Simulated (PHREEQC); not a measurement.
Brackish or sea water

Model water analysis in mg/L, 25 °C, pH 6.79, pe 2.4:

```csv
constituent,mg/L
Na,2310
K,351
Ca,14.9
Mg,176
Cl,3930
S(6) as SO4,300
Alkalinity as HCO3,431
Br,4.29
Zn,2.08
```

Valence states are taken as typed.

Equilibrium calculation in PHREEQC: ion-association model, phreeqc.dat.

| Quantity | Result |
|---|---|
| ionic strength | 0.133 mol/kgw |
| specific conductance | 12600 µS/cm |
| density | 1.003 g/cm³ |
| charge-balance error | 0.2 % |

```
species  molality  activity   log γ
-------  --------  --------  ------
Cl-         0.112    0.0833  -0.127
Na+         0.101    0.0774  -0.114
K+        0.00900   0.00668  -0.129
HCO3-     0.00666   0.00513  -0.113
Mg+2      0.00665   0.00252  -0.422
SO4-2     0.00226  0.000765  -0.471
CO2       0.00182   0.00188   0.013
MgSO4    0.000438  0.000451   0.013
NaSO4-   0.000385  0.000297  -0.113
Ca+2     0.000347  0.000125  -0.443
```

No solid was allowed to form. Complexes and solids missing from the database can't appear. The database's zinc carbonate complexes are estimates, stronger than later reviews accept.
